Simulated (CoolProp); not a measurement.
Vapour-liquid equilibrium of isobutane (1) + n-butane (2) at 0.834 MPa; x and y are mole fractions of (1).

Values from CoolProp's multi-fluid Helmholtz-energy mixture model, Bücker 2006 and Bücker 2006; pair parameters Kunz 2012.

| x | bubble temperature (K) | y at the bubble point | dew temperature at overall composition x (K) | liquid density (mol/L) |
|---|---|---|---|---|
| 0.05 | 343.8 | 0.062 | 343.9 | 8.827 |
| 0.2 | 341.7 | 0.240 | 342.1 | 8.810 |
| 0.35 | 339.6 | 0.405 | 340.3 | 8.790 |
| 0.5 | 337.7 | 0.559 | 338.4 | 8.769 |
| 0.65 | 335.7 | 0.703 | 336.4 | 8.747 |
| 0.8 | 333.8 | 0.836 | 334.4 | 8.725 |
| 0.95 | 332.0 | 0.961 | 332.1 | 8.702 |

No azeotrope shows between x = 0.05 and 0.95.

Pair parameters are fitted to limited data, so mixtures are less certain than the pure fluids.
